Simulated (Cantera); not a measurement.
Thermodynamics of carbon deposition, reforming and gasification, feed toluene + H2

Feed: 1 mol toluene, 7 mol H2, held at 413 Torr.

Cantera equilibrium calculation (NASA polynomials, part measured and part estimated; ideal gas, pure solids and liquids). Candidate condensed phases: C, C6H6, C7H8, C8H18; 86 gas species. Ions and electrons are included (thermal ionisation). Rates play no part.

From 2500 K to 3000 K the condensed part is C(graphite). From 3500 K to 5000 K nothing is condensed. The main C-bearing gas is C2H2 (acetylene) at 2500 K and C at 5000 K.

```
T (K)     x H2     x H      x C  x C2H2 (acetylene)      x C3     x C2H     x C2    x C4H2  n C(graphite)
-----  -------  ------  -------  ------------------  --------  --------  -------  --------  -------------
2500     0.956  0.0332  3.03e-7              0.0103   9.04e-7   2.58e-5  8.33e-8   4.62e-5           6.76
3000     0.762   0.186  9.22e-5              0.0474  0.000567   0.00199  5.76e-5   0.00123           5.71
3500     0.349   0.470  0.00536              0.0737    0.0519    0.0313  0.00586   0.00649              0
4000     0.117   0.735   0.0379             0.00705    0.0575    0.0217   0.0211  0.000175              0
4500    0.0283   0.785    0.125            0.000339    0.0233   0.00639   0.0297   1.65e-6              0
5000   0.00779   0.765    0.206             1.03e-5   0.00288  0.000889   0.0156   5.45e-9              0
```
x: gas mole fraction; n: condensed amount in mol.
